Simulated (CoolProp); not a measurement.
Hydrogen chloride along the isobar 4.11 MPa: Z from the reference equation and from simpler models built on Tc = 324.7 K, pc = 8.314 MPa, ω = 0.130; each cubic takes its own stable root.

The numbers come from the reference Helmholtz-energy equation of state, Thol 2018 in CoolProp.

| T (K) | phase | reference |
|---|---|---|
| 278.5 | liquid | 0.07091 |
| 302.4 | gas | 0.7104 |
| 326.3 | gas | 0.7939 |
| 350.2 | gas | 0.8433 |
| 374.1 | gas | 0.8765 |
| 398 | gas | 0.9005 |
| 421.9 | gas | 0.9185 |
| 445.8 | gas | 0.9326 |
| 469.7 | gas | 0.9438 |
| 493.6 | gas | 0.9529 |

**Question.** How far does each simpler model (van der Waals, Redlich-Kwong, Peng-Robinson) lie from the reference over these 10 states: mean and median of the absolute difference, and the worst?

**Answer.** 
- van der Waals: mean 93.0 %, median 0.9 %, worst +909.7 % at 278.5 K and 4.11 MPa
- Redlich-Kwong: mean 3.3 %, median 0.6 %, worst +22.4 % at 278.5 K and 4.11 MPa
- Peng-Robinson: mean 0.9 %, median 0.2 %, worst +5.3 % at 278.5 K and 4.11 MPa

At some of these states van der Waals gives the other phase, because its saturation line lies elsewhere.
